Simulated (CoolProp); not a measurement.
Hydrogen sulfide along the isobar 43.6 MPa: Z from the reference equation and from simpler models built on Tc = 373.1 K, pc = 8.999 MPa, ω = 0.101; each cubic takes its own stable root.

The numbers come from the reference Helmholtz-energy equation of state, Lemmon 2006 in CoolProp. It is a short technical equation, of lower accuracy than the large ones.

```json
[
 {"T (K)": "231.5", "phase": "liquid", "reference": "0.8067", "van der Waals": "1.185", "Redlich-Kwong": "0.8317", "Soave-Redlich-Kwong": "0.8292", "Peng-Robinson": "0.7387"},
 {"T (K)": "252.5", "phase": "liquid", "reference": "0.7647", "van der Waals": "1.112", "Redlich-Kwong": "0.7883", "Soave-Redlich-Kwong": "0.7848", "Peng-Robinson": "0.6990"},
 {"T (K)": "273.4", "phase": "liquid", "reference": "0.7316", "van der Waals": "1.052", "Redlich-Kwong": "0.7548", "Soave-Redlich-Kwong": "0.7506", "Peng-Robinson": "0.6685"},
 {"T (K)": "294.3", "phase": "liquid", "reference": "0.7056", "van der Waals": "1.002", "Redlich-Kwong": "0.7292", "Soave-Redlich-Kwong": "0.7247", "Peng-Robinson": "0.6458"},
 {"T (K)": "315.3", "phase": "liquid", "reference": "0.6860", "van der Waals": "0.9604", "Redlich-Kwong": "0.7105", "Soave-Redlich-Kwong": "0.7062", "Peng-Robinson": "0.6300"},
 {"T (K)": "336.2", "phase": "liquid", "reference": "0.6721", "van der Waals": "0.9263", "Redlich-Kwong": "0.6980", "Soave-Redlich-Kwong": "0.6945", "Peng-Robinson": "0.6206"},
 {"T (K)": "357.1", "phase": "liquid", "reference": "0.6638", "van der Waals": "0.8984", "Redlich-Kwong": "0.6911", "Soave-Redlich-Kwong": "0.6893", "Peng-Robinson": "0.6174"},
 {"T (K)": "378.1", "phase": "supercritical", "reference": "0.6607", "van der Waals": "0.8758", "Redlich-Kwong": "0.6895", "Soave-Redlich-Kwong": "0.6902", "Peng-Robinson": "0.6204"}
]
```
